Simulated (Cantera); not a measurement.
Standard-state values (1 bar) from the NASA 1993 polynomials, evaluated with Cantera. Values are per mole of reaction as written; species without (g) are pure solids or liquids, kept so even where they would boil at 1 bar.

2 AlCl3 + O(g) ⇌ Al2O(g) + 3 Cl2(g)

| T (K) | ΔH° (kJ) | ΔS° (J/K) | ΔG° (kJ) | log10 K | condensed phases |
|---|---|---|---|---|---|
| 398 | ___ | ___ | ___ | ___ | AlCl3(s) |
| 448 | ___ | ___ | ___ | ___ | AlCl3(s) |
| 498 | 932.9 | 356.9 | 755.1 | -79.20 | AlCl3(l) |
| 548 | ___ | ___ | ___ | ___ | AlCl3(l) |

Problem. Fill in the missing entries.

Solution. 
- 398, ΔH° (kJ): 1011.4
- 398, ΔS° (J/K): 526.1
- 398, ΔG° (kJ): 802.0
- 398, log10 K: -105.26
- 448, ΔH° (kJ): 1008.2
- 448, ΔS° (J/K): 518.6
- 448, ΔG° (kJ): 775.9
- 448, log10 K: -90.47
- 548, ΔH° (kJ): 927.5
- 548, ΔS° (J/K): 346.7
- 548, ΔG° (kJ): 737.5
- 548, log10 K: -70.30
